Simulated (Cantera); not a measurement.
A perfectly stirred reactor is fed with CO : H2 : O2 : N2 : H2O = 1 : 0.8 : 0.643 : 2.42 : 0.69 (molar parts), equivalence ratio 1.4, at 9.87 atm; it is adiabatic with a 673 K inlet, and is followed from long to short residence time, starting on the burning branch (τ in s: 0.16, 0.046, 0.013, 0.0039, 0.0011, 0.00032, 9.3e-05, 2.7e-05, 7.8e-06).

Detailed kinetics in Cantera: GRI-Mech 3.0 (53 species, 325 reactions). The hydrogen kinetics of GRI-Mech 3.0 are dated; newer H2 mechanisms differ, most at raised pressure.

Task: What does this change do: pressure from 9.87 atm to 4.93 atm?

Result: 
| quantity | before | after |
|---|---|---|
| blow-out, bracketed by the residence times tried | burning at 7.80 µs, the shortest tried | burning at 7.80 µs, the shortest tried |
| x(CO) at τ = 0.160 s | 0.0766 | 0.0767 |
| x(H2) at τ = 0.160 s | 0.0286 | 0.0288 |
| x(O2) at τ = 0.160 s | 8.25e-5 | 0.000157 |
| x(N2O) at τ = 0.160 s | 3.66e-8 | 3.51e-8 |
| x(NO) at τ = 0.160 s | 0.000253 | 0.000335 |
| x(CO) at τ = 1.10 ms | 0.0776 | 0.0786 |
| x(H2) at τ = 1.10 ms | 0.0290 | 0.0298 |
| x(O2) at τ = 1.10 ms | 0.000782 | 0.00160 |
| x(N2O) at τ = 1.10 ms | 7.18e-8 | 7.50e-8 |
| x(NO) at τ = 1.10 ms | 0.000102 | 0.000113 |

Task: What does this change do: pressure from 9.87 atm to 3.55 atm?

Result: 
```csv
quantity,before,after
"blow-out, bracketed by the residence times tried","burning at 7.80 µs, the shortest tried","burning at 7.80 µs, the shortest tried"
x(CO) at τ = 0.160 s,0.0766,0.0768
x(H2) at τ = 0.160 s,0.0286,0.0289
x(O2) at τ = 0.160 s,8.25e-5,0.000212
x(N2O) at τ = 0.160 s,3.66e-8,3.42e-8
x(NO) at τ = 0.160 s,0.000253,0.000379
x(CO) at τ = 1.10 ms,0.0776,0.0793
x(H2) at τ = 1.10 ms,0.0290,0.0305
x(O2) at τ = 1.10 ms,0.000782,0.00228
x(N2O) at τ = 1.10 ms,7.18e-8,7.23e-8
x(NO) at τ = 1.10 ms,0.000102,0.000111
```
